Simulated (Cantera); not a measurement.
Cantera run:

```python
import numpy as np
import cantera as ct

gas_names = """
    CL CL2 H HCL H2 Si SiCL SiCL2 SiCL3 SiCL4 SiH SiHCL3 SiH2 SiH2CL2 SiH3 SiH3CL SiH4 Si2 Si3
""".split()
cond_names = """
    Si(cr) Si(L)
""".split()


def load(file, names, dense=False):
    # The tables refer to 1 bar. Condensed volumes are neglected.
    table = {s.name: s for s in ct.Species.list_from_file(file)}
    out = []
    for n in names:
        d = dict(table[n].input_data)
        d["thermo"] = dict(d["thermo"], **{"reference-pressure": 1e5})
        if dense:
            d["equation-of-state"] = {"model": "constant-volume", "density": "1e6 g/cm^3"}
        out.append(ct.Species.from_dict(d))
    return out


gas = ct.Solution(thermo="ideal-gas", species=load("nasa_gas.yaml", gas_names))
cond = {s.name: ct.Solution(thermo="fixed-stoichiometry", species=[s], name=s.name)
        for s in load("nasa_condensed.yaml", cond_names, dense=True)}
atoms = {
    'SiCl4': {'Si': 1, 'CL': 4},
    'HCl': {'H': 1, 'CL': 1},
    'H2': {'H': 2},
}
top_T = {}  # K; cautious upper limits of use, not melting points


def equilibrate(T, P, feed):
    n = {}
    for name, mol in feed.items():
        for a, k in atoms[name].items():
            n[a] = n.get(a, 0.0) + k * mol
    gas.TPX = T, P, n
    mass = sum(n.values()) * gas.mean_molecular_weight
    gas.equilibrate("TP")
    valid = [c for c in cond.values() if c.min_temp <= T <= top_T.get(c.name, c.max_temp)]
    mix = ct.Mixture([(gas, mass / gas.mean_molecular_weight)] + [(c, 0.0) for c in valid])
    mix.T, mix.P = T, P
    mix.equilibrate("TP", solver="vcs", rtol=1e-11, max_steps=5000)
    return mix


results = []
feed = {'SiCl4': 1, 'HCl': 1.9, 'H2': 8.9}  # mol
T = 1100  # K
P = 650000  # Pa
mix = equilibrate(T, P, feed)
results.append((T, P, feed, dict(zip(mix.species_names, mix.species_moles))))
x = sorted(zip(gas.X, gas.species_names), reverse=True)
print(f"T = {T:g} K  P = {P:g} Pa  gas = {mix.phase_moles(0):.4g} mol")
print("   x: " + "  ".join(f"{s} {v:.3e}" for v, s in x if v > 0.0001))
print("   condensed (mol): " + ("  ".join(f"{mix.phase(i).name} {mix.phase_moles(i):.4g}"
      for i in range(1, mix.n_phases) if mix.phase_moles(i) > 1e-12) or "none"))
```

Output:

```
T = 1100 K  P = 650000 Pa  gas = 11.8 mol
   x: H2 7.488e-01  HCL 1.665e-01  SiCL4 7.930e-02  SiHCL3 5.260e-03  SiCL3 1.333e-04
   condensed (mol): none
```

Cantera equilibrium calculation (NASA polynomials, part measured and part estimated; ideal gas, pure solids and liquids). The tables' values for SiCl3 are old estimates; treat these amounts as uncertain.
